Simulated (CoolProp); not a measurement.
Vapour-liquid equilibrium of R22 (1) + R11 (2) at 0.0714 bar; x and y are mole fractions of (1).

Model: multi-fluid Helmholtz-energy mixture model, Kamei 1995 and Jacobsen 1992; pair parameters Bell 2016, in CoolProp.

```tsv
x	bubble temperature, mixture model (K)	bubble temperature, Raoult's law (K)	y, mixture model	y, Raoult's law
0.05	219.4	226.9	0.728	0.546
0.15	205.7	214.2	0.914	0.835
0.25	200.2	207.1	0.951	0.917
0.35	197.1	202.3	0.966	0.952
0.45	195.0	198.8	0.974	0.970
0.55	193.5	196.0	0.980	0.981
0.65	192.2	193.8	0.985	0.988
0.75	191.1	191.9	0.989	0.993
0.85	189.9	190.2	0.993	0.996
0.95	188.7	188.8	0.998	0.999
```

The largest gap from Raoult's law is -8.5 K in bubble temperature, at x = 0.15. No azeotrope shows between x = 0.05 and 0.95.

Pair parameters are fitted to limited data, so mixtures are less certain than the pure fluids.
